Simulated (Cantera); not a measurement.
**Si3H8 + H2 (silicon epitaxy and polysilicon growth)**

A closed system holds: 1 mol Si3H8, 8.1 mol H2, equilibrated at 1.80 bar.

These are equilibrium values from Cantera (NASA tables, ideal gas, pure condensed phases), not measurements of a reactor. Candidate condensed phases: Si; 9 gas species. The feed counts by its element totals alone. Gases not in the tables: Si2H6 and higher silanes. Equilibrium is a limit: real reactors are often held back by kinetics, nucleation or transport.

From 1073 K to 1673 K the condensed part is Si(s). At 1723 K the condensed part is Si(l). The main Si-bearing gas is SiH4 at 1073 K and SiH2 at 1723 K.

| T (K) | log p H2 | log p H | log p SiH2 | log p SiH4 | log p SiH | log p Si | log p SiH3 | log p Si2 | n Si(s) | n Si(l) |
|---|---|---|---|---|---|---|---|---|---|---|
| 1073 | 0.26 | -7.73 | -8.91 | -5.79 | <-11 | <-11 | -10.24 | <-11 | 3.00 | 0 |
| 1123 | 0.26 | -7.24 | -8.39 | -5.74 | -11.66 | <-11 | -9.81 | <-11 | 3.00 | 0 |
| 1173 | 0.26 | -6.80 | -7.91 | -5.70 | -10.92 | <-11 | -9.41 | <-11 | 3.00 | 0 |
| 1223 | 0.26 | -6.39 | -7.47 | -5.66 | -10.25 | -11.49 | -9.05 | <-11 | 3.00 | 0 |
| 1273 | 0.26 | -6.02 | -7.07 | -5.62 | -9.63 | -10.74 | -8.71 | <-11 | 3.00 | 0 |
| 1323 | 0.26 | -5.67 | -6.69 | -5.58 | -9.06 | -10.05 | -8.40 | <-11 | 3.00 | 0 |
| 1373 | 0.26 | -5.35 | -6.35 | -5.55 | -8.53 | -9.41 | -8.12 | <-11 | 3.00 | 0 |
| 1423 | 0.26 | -5.05 | -6.02 | -5.52 | -8.04 | -8.82 | -7.85 | <-11 | 3.00 | 0 |
| 1473 | 0.26 | -4.77 | -5.72 | -5.49 | -7.58 | -8.26 | -7.60 | -11.24 | 3.00 | 0 |
| 1523 | 0.26 | -4.51 | -5.44 | -5.47 | -7.15 | -7.74 | -7.37 | -10.57 | 3.00 | 0 |
| 1573 | 0.26 | -4.26 | -5.18 | -5.44 | -6.75 | -7.26 | -7.16 | -9.94 | 3.00 | 0 |
| 1623 | 0.26 | -4.03 | -4.93 | -5.42 | -6.38 | -6.81 | -6.95 | -9.35 | 3.00 | 0 |
| 1673 | 0.26 | -3.82 | -4.70 | -5.39 | -6.02 | -6.38 | -6.76 | -8.79 | 3.00 | 0 |
| 1723 | 0.26 | -3.61 | -4.51 | -5.40 | -5.72 | -6.01 | -6.61 | -8.33 | 0 | 3.00 |
log p: log10 of the partial pressure in bar; n: condensed amount in mol.
